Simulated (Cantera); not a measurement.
What does this Cantera script print?

```python
import numpy as np
import cantera as ct

gas_names = """
    C CH CH2 CH3 CH2OH CH3O CH4 CH3OH CO CO2 COOH C2 C2H CHCO,ketyl C2H2,acetylene C2H2,vinylidene
    CH2CO,ketene C2H3,vinyl CH3CO,acetyl C2H4 C2H4O,ethylen CH3CHO,ethanal CH3COOH (HCOOH)2 C2H5 C2H6
    CH3OCH3 C2H5OH C2O C3 C3H3,propargyl C3H4,allene C3H4,propyne C3H4,cyclo- C3H5,allyl C3H6,propylene
    C3H6,cyclo- C3H6O C3H7,n-propyl C3H7,i-propyl C3H8 C3H8O,1propanol C3H8O,2propanol C3O2 C4 C4H2
    C4H4,1,3-cyclo- C4H6,butadiene C4H6,2-butyne C4H6,cyclo- C4H8,1-butene C4H8,cis2-buten
    C4H8,tr2-butene C4H8,isobutene C4H8,cyclo- (CH3COOH)2 C4H9,n-butyl C4H9,i-butyl C4H9,s-butyl
    C4H9,t-butyl C4H10,isobutane C4H10,n-butane C5 C5H6,1,3cyclo- C5H8,cyclo- C5H10,1-pentene
    C5H10,cyclo- C5H11,pentyl C5H11,t-pentyl C5H12,n-pentane C5H12,i-pentane CH3C(CH3)2CH3 C6H2
    C6H5,phenyl C6H5O,phenoxy C6H6 C6H5OH,phenol C6H10,cyclo- C6H12,1-hexene C6H12,cyclo- C6H13,n-hexyl
    C7H7,benzyl C7H8 C7H8O,cresol C7H14,1-heptene C7H15,n-heptyl C7H16,n-heptane C8H8,styrene
    C8H10,ethylbenz C8H16,1-octene C8H17,n-octyl C8H18,isooctane C8H18,n-octane C9H19,n-nonyl
    C10H8,naphthale C10H21,n-decyl C12H9,o-bipheny C12H10,bipheny H HCO HO2 H2 HCHO,formaldehy HCOOH H2O
    H2O2 O OH O2 O3
""".split()
cond_names = """
    C(gr) C6H6(L) C7H8(L) C8H18(L),n-octa H2O(s) H2O(L)
""".split()


def load(file, names, dense=False):
    # The tables refer to 1 bar. Condensed volumes are neglected.
    table = {s.name: s for s in ct.Species.list_from_file(file)}
    out = []
    for n in names:
        d = dict(table[n].input_data)
        d["thermo"] = dict(d["thermo"], **{"reference-pressure": 1e5})
        if dense:
            d["equation-of-state"] = {"model": "constant-volume", "density": "1e6 g/cm^3"}
        out.append(ct.Species.from_dict(d))
    return out


gas = ct.Solution(thermo="ideal-gas", species=load("nasa_gas.yaml", gas_names))
cond = {s.name: ct.Solution(thermo="fixed-stoichiometry", species=[s], name=s.name)
        for s in load("nasa_condensed.yaml", cond_names, dense=True)}
atoms = {
    'toluene': {'C': 7, 'H': 8},
    'CO2': {'C': 1, 'O': 2},
    'H2': {'H': 2},
}
top_T = {'C(gr)': 4500}  # K; cautious upper limits of use, not melting points


def equilibrate(T, P, feed):
    n = {}
    for name, mol in feed.items():
        for a, k in atoms[name].items():
            n[a] = n.get(a, 0.0) + k * mol
    gas.TPX = T, P, n
    mass = sum(n.values()) * gas.mean_molecular_weight
    gas.equilibrate("TP")
    valid = [c for c in cond.values() if c.min_temp <= T <= top_T.get(c.name, c.max_temp)]
    mix = ct.Mixture([(gas, mass / gas.mean_molecular_weight)] + [(c, 0.0) for c in valid])
    mix.T, mix.P = T, P
    mix.equilibrate("TP", solver="vcs", rtol=1e-11, max_steps=5000)
    return mix


results = []
feed = {'toluene': 1, 'CO2': 0.35, 'H2': 9.1}  # mol
P = 101325  # Pa
for T in [750, 900, 1050, 1200, 1350, 1500, 1650, 1800, 1950, 2100, 2250, 2400, 2550, 2700]:
    mix = equilibrate(T, P, feed)
    results.append((T, P, feed, dict(zip(mix.species_names, mix.species_moles))))
    x = sorted(zip(gas.X, gas.species_names), reverse=True)
    print(f"T = {T:g} K  P = {P:g} Pa  gas = {mix.phase_moles(0):.4g} mol")
    print("   x: " + "  ".join(f"{s} {v:.3e}" for v, s in x if v > 0.0001))
    print("   condensed (mol): " + ("  ".join(f"{mix.phase(i).name} {mix.phase_moles(i):.4g}"
          for i in range(1, mix.n_phases) if mix.phase_moles(i) > 1e-12) or "none"))
```

Output:

```
T = 750 K  P = 101325 Pa  gas = 8.641 mol
   x: CH4 5.203e-01  H2 4.010e-01  H2O 7.442e-02  CO2 2.288e-03  CO 2.014e-03
   condensed (mol): C(gr) 2.817
T = 900 K  P = 101325 Pa  gas = 11.3 mol
   x: H2 7.584e-01  CH4 1.819e-01  H2O 3.738e-02  CO 2.004e-02  CO2 2.272e-03
   condensed (mol): C(gr) 5.043
T = 1050 K  P = 101325 Pa  gas = 13.08 mol
   x: H2 8.999e-01  CH4 4.698e-02  CO 4.515e-02  H2O 7.473e-03  CO2 4.416e-04
   condensed (mol): C(gr) 6.139
T = 1200 K  P = 101325 Pa  gas = 13.59 mol
   x: H2 9.346e-01  CO 5.017e-02  CH4 1.398e-02  H2O 1.233e-03
   condensed (mol): C(gr) 6.477
T = 1350 K  P = 101325 Pa  gas = 13.72 mol
   x: H2 9.438e-01  CO 5.071e-02  CH4 5.203e-03  H2O 2.779e-04
   condensed (mol): C(gr) 6.582
T = 1500 K  P = 101325 Pa  gas = 13.77 mol
   x: H2 9.468e-01  CO 5.076e-02  CH4 2.334e-03
   condensed (mol): C(gr) 6.619
T = 1650 K  P = 101325 Pa  gas = 13.78 mol
   x: H2 9.479e-01  CO 5.075e-02  CH4 1.210e-03
   condensed (mol): C(gr) 6.632
T = 1800 K  P = 101325 Pa  gas = 13.79 mol
   x: H2 9.480e-01  CO 5.074e-02  CH4 7.007e-04  H 3.463e-04  C2H2,acetylene 1.663e-04
   condensed (mol): C(gr) 6.636
T = 1950 K  P = 101325 Pa  gas = 13.8 mol
   x: H2 9.472e-01  CO 5.071e-02  H 1.108e-03  C2H2,acetylene 5.177e-04  CH4 4.423e-04
   condensed (mol): C(gr) 6.629
T = 2100 K  P = 101325 Pa  gas = 13.82 mol
   x: H2 9.446e-01  CO 5.066e-02  H 3.008e-03  C2H2,acetylene 1.365e-03  CH4 2.983e-04
   condensed (mol): C(gr) 6.608
T = 2250 K  P = 101325 Pa  gas = 13.85 mol
   x: H2 9.389e-01  CO 5.055e-02  H 7.149e-03  C2H2,acetylene 3.143e-03  CH4 2.114e-04
   condensed (mol): C(gr) 6.559
T = 2400 K  P = 101325 Pa  gas = 13.9 mol
   x: H2 9.277e-01  CO 5.035e-02  H 1.522e-02  C2H2,acetylene 6.468e-03  CH4 1.550e-04
   condensed (mol): C(gr) 6.466
T = 2550 K  P = 101325 Pa  gas = 14 mol
   x: H2 9.081e-01  CO 4.998e-02  H 2.953e-02  C2H2,acetylene 1.208e-02  CH4 1.158e-04
   condensed (mol): C(gr) 6.304
T = 2700 K  P = 101325 Pa  gas = 14.17 mol
   x: H2 8.765e-01  H 5.285e-02  CO 4.939e-02  C2H2,acetylene 2.067e-02  C4H2 2.025e-04  C2H 1.323e-04
   condensed (mol): C(gr) 6.044
```

Cantera equilibrium calculation (NASA polynomials, part measured and part estimated; ideal gas, pure solids and liquids).
